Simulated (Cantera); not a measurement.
A freely propagating, adiabatic, planar premixed flame of 8.50 % CH₄, 17.5 % O₂, 65.9 % N₂, 8.08 % H₂O, unburnt at 600 K and 203 Torr; mixture-averaged transport, grid criteria slope 0.08 and curve 0.16, no radiation.

Computed with Cantera and GRI-Mech 3.0 (53 species, 325 reactions). Burning velocities carry a grid error of a few per cent, more on coarse grids.

x: mole fraction of selected species; z is measured from the peak of heat release.

```tsv
z (mm)	T (K)	u (m/s)	x CH₄	x O₂	x CH₃	x H₂O	x HCO	x HO₂
-3.65	600	1.39	0.0850	0.175	1.93e-8	0.0807	<1e-8	5.58e-8
-2.44	601	1.39	0.0848	0.175	3.45e-7	0.0807	<1e-8	1.15e-6
-1.83	604	1.40	0.0843	0.174	2.19e-6	0.0811	<1e-8	7.56e-6
-1.22	639	1.49	0.0817	0.171	2.14e-5	0.0850	<1e-8	4.70e-5
-0.609	938	2.22	0.0619	0.148	0.000451	0.116	7.76e-7	7.91e-5
-0.305	1302	3.11	0.0353	0.112	0.00217	0.153	1.65e-5	0.000124
0	1653	3.99	0.00903	0.0676	0.00214	0.191	6.29e-5	9.09e-5
0.305	1797	4.34	[?]	[?]	[?]	0.210	[?]	[?]
0.609	1832	4.41	3.49e-5	0.0309	1.38e-5	0.214	1.44e-6	4.11e-6
1.22	1865	4.47	7.54e-8	0.0258	3.24e-8	0.213	2.77e-8	3.09e-6
2.44	1907	4.55	<1e-8	0.0234	<1e-8	0.214	1.71e-8	2.62e-6
4.87	1964	4.67	<1e-8	0.0213	<1e-8	0.219	1.16e-8	2.12e-6
9.74	2031	4.81	<1e-8	[?]	<1e-8	0.224	<1e-8	[?]
```

Q: Some entries are withheld; supply them.

A: 
- 0.305, x CH₄: 0.000785
- 0.305, x O₂: 0.0406
- 0.305, x CH₃: 0.000289
- 0.305, x HCO: 2.17e-5
- 0.305, x HO₂: 1.41e-5
- 9.74, x O₂: 0.0189
- 9.74, x HO₂: 1.61e-6
